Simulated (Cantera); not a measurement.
**NO annealing gas**

An isothermal, constant-pressure homogeneous reactor starts with NO : N2 = 1 : 0.27 (molar parts), at 2050 K and 105 Torr.

Computed with Cantera and GRI-Mech 3.0 (53 species, 325 reactions).

| t (s) | x NO | x O2 | x N2O | x O | x N2 |
|---|---|---|---|---|---|
| 3.00e-5 | 0.787 | 1.36e-8 | 4.28e-6 | 4.27e-6 | 0.213 |
| 0.000111 | 0.787 | 1.85e-7 | 1.55e-5 | 1.54e-5 | 0.213 |
| 0.000412 | 0.787 | 2.65e-6 | 5.36e-5 | 5.49e-5 | 0.213 |
| 0.00152 | 0.787 | 5.01e-5 | 0.000153 | 0.000192 | 0.213 |
| 0.00565 | 0.785 | 0.000726 | 0.000256 | 0.000364 | 0.213 |
| 0.0209 | 0.779 | 0.00397 | 0.000260 | 0.000403 | 0.217 |
| 0.0775 | 0.754 | 0.0163 | 0.000237 | 0.000498 | 0.229 |
| 0.287 | 0.660 | 0.0631 | 0.000169 | 0.000751 | 0.276 |
| 1.06 | 0.375 | 0.205 | 4.85e-5 | 0.00122 | 0.418 |
| 3.94 | 0.0615 | 0.362 | 1.35e-6 | 0.00158 | 0.575 |
| 14.6 | 0.0116 | 0.387 | 1.99e-7 | 0.00163 | 0.600 |
| 54.0 | 0.0104 | 0.387 | 1.91e-7 | 0.00163 | 0.601 |
| 200 | 0.0104 | 0.387 | 1.91e-7 | 0.00163 | 0.601 |
x: mole fraction; the columns are a selection and need not sum to one.

Equilibrium at this temperature and pressure: NO 0.0104, O2 0.387, N2O 1.91e-7, O 0.00163, N2 0.601 (gas phase only).
